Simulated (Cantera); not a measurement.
Input: 1 mol N2O, 1.2 mol O2, 17 mol N2, held at 1923 K and 17300 Torr.

Equilibrium computed with Cantera from the NASA thermochemical tables; the gas is ideal and each condensed phase is pure. Equilibrium is a limit: real reactors are often held back by kinetics, nucleation or transport.

Base state: N2 0.912, O2 0.0842, NO 0.00418, NO2 2.52e-5, O 2.19e-5 (mole fractions); condensed: gas only.

Task: What changes in the equilibrium state with this change: N2O replaced by H2S?

Result: 
```tsv
species	before	after
N2	0.912	0.901
H2O	0	0.0471
SO2	0	0.0390
O2	0.0842	1.12e-7
S2	0	0.00501
H2	0	0.00462
SO	0	0.00175
H2S	0	0.00115
S2O	0	0.000379
```
Further candidate phases: H2O, H2SO4, S.
